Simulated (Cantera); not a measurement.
A closed system holds: 1 mol trisilylamine, 17 mol N2, held at 0.0570 bar.

These are equilibrium values from Cantera (NASA tables, ideal gas, pure condensed phases), not measurements of a reactor. Candidate condensed phases: Si, Si3N4; 18 gas species. The feed counts by its element totals alone. Gases not in the tables: Si2H6 and higher silanes. The numbers say what is thermodynamically allowed, not how fast it happens.

Question: Which condensed phases are stable at each of these points (T (K)): 1073, 1173, 1273, 1373, 1473, 1573, 1673, 1773, 1873, 1973?

Answer: 
| T (K) | condensed phases | Si condensed (%) |
|---|---|---|
| 1073 | Si3N4(s) | 100.0 |
| 1173 | Si3N4(s) | 100.0 |
| 1273 | Si3N4(s) | 100.0 |
| 1373 | Si3N4(s) | 100.0 |
| 1473 | Si3N4(s) | 100.0 |
| 1573 | Si3N4(s) | 100.0 |
| 1673 | Si3N4(s) | 100.0 |
| 1773 | Si3N4(s) | 100.0 |
| 1873 | Si3N4(s) | 99.9 |
| 1973 | Si(l) | 99.4 |

From 1073 K to 1873 K the condensed part is Si3N4(s). At 1973 K the condensed part is Si(l).
